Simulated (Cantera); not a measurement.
Charge: 1 mol Si, 2.7 mol N2O, 110 mol H2, held at 1423 K and 26000 Pa.

Method: chemical equilibrium by Gibbs-energy minimisation in Cantera with the NASA 1993 tables (ideal gas, pure condensed phases). Candidate condensed phases: H2O, Si, SiO2, Si2N2O, Si3N4; 35 gas species. The tables hold silica as quartz up to 1696 K and as liquid above; real silica turns to tridymite and cristobalite and melts near 1996 K. The numbers say what is thermodynamically allowed, not how fast it happens.

Base state: H2 0.970, N2 0.0240, H2O 0.00621, H 1.28e-5 (mole fractions); condensed: SiO2(β-quartz).

Q: What changes in the equilibrium state with this change: temperature from 1423 K to 1848.15 K?

A: 
| species | before | after |
|---|---|---|
| H2 | 0.970 | 0.964 |
| N2 | 0.0240 | 0.0239 |
| H2O | 0.00621 | 0.00856 |
| SiO | 9.81e-8 | 0.00237 |
| H | 1.28e-5 | 0.00102 |
| SiO2(β-quartz), mol | 1.000 | 0 |
| SiO2(condensed), mol | 0 | 0.732 |
